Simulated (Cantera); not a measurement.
A diamond (100) surface in a fixed gas of H2 with x(CH4) = 0.013, x(H) = 0.026, at 1100 K, 39.0 Torr; coverages are run to steady state.

Detailed kinetics in Cantera: the Harris–Goodwin 1993 mechanism for the reconstructed diamond (100) surface.

θ: site fractions in the mechanism's names (c6HH fully hydrogenated, c6H* and c6*H radical sites, c6** diradical, c6HM methylated).

| x(CH3) | growth (µm/h) | θ c6HH | θ c6H* | θ c6*H | θ c6** | θ c6HM |
|---|---|---|---|---|---|---|
| 1e-06 | 0.0389 | 0.511 | 0.0282 | 0.442 | 0.0186 | 1.33e-5 |
| 2.7e-06 | 0.105 | 0.511 | 0.0282 | 0.442 | 0.0186 | 3.60e-5 |
| 7.3e-06 | 0.284 | 0.511 | 0.0282 | 0.442 | 0.0186 | 9.73e-5 |
| 2e-05 | 0.779 | 0.511 | 0.0282 | 0.442 | 0.0186 | 0.000267 |
| 5.3e-05 | 2.06 | 0.511 | 0.0282 | 0.442 | 0.0186 | 0.000706 |
| 0.00014 | 5.43 | 0.510 | 0.0281 | 0.441 | 0.0185 | 0.00186 |
| 0.00039 | [?] | 0.507 | 0.0280 | 0.439 | 0.0184 | [?] |
| 0.0011 | [?] | 0.500 | 0.0276 | 0.432 | 0.0180 | [?] |
| 0.0028 | 102 | 0.485 | 0.0267 | 0.418 | 0.0171 | 0.0349 |

Q: Some entries are withheld; supply them.

A: 
- 0.00039, growth (µm/h): 15.0
- 0.00039, θ c6HM: 0.00515
- 0.0011, growth (µm/h): 41.7
- 0.0011, θ c6HM: 0.0143
